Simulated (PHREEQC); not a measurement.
Solution A (0.003 mol/kgw Cu(NO3)2, 0.0013 mol/kgw HNO3 and 0.00061 mol/kgw KCl) is mixed with solution B (7.6 mmol/kgw LiOH and 4.7 mmol/kgw H3BO3) at 20 °C; shares are by mass of water, 1 kg in all. Oxygen alone is held at its pressure in air (log pO2 = -0.68). No CO2 enters from the air. The run lets Cu(OH)2, Atacamite, Cu2(OH)3NO3 precipitate or redissolve, and no other solid.

Model: ion-association model, wateq4f.dat, run in PHREEQC.

```csv
share of solution B,pH,Cu(OH)2 (mol),Atacamite (mol),Cu+2 (mol/kgw)
0,2.93,0,0,0.00300
0.1,[?],0,0,0.00270
0.2,5.59,0,[?],0.00207
0.3,5.94,[?],0.000349,[?]
0.4,6.12,[?],0.000251,[?]
0.5,8.08,0.00149,0,6.09e-8
0.6,9.38,0.00119,0,[?]
0.7,10.26,0.000886,0,2.83e-12
0.8,11.09,0.000586,0,6.10e-14
0.9,[?],0.000286,0,1.43e-14
1,11.59,0,0,0
```

Question: Complete the blanks.

Answer: 
- 0.1, pH: 3.43
- 0.2, Atacamite (mol): 0.000148
- 0.3, Cu(OH)2 (mol): 0.000122
- 0.3, Cu+2 (mol/kgw): 0.00121
- 0.4, Cu(OH)2 (mol): 0.000727
- 0.4, Cu+2 (mol/kgw): 0.000532
- 0.6, Cu+2 (mol/kgw): 1.57e-10
- 0.9, pH: 11.41

The database's constant for dissolved Cu(OH)2 is higher than later reviews accept.
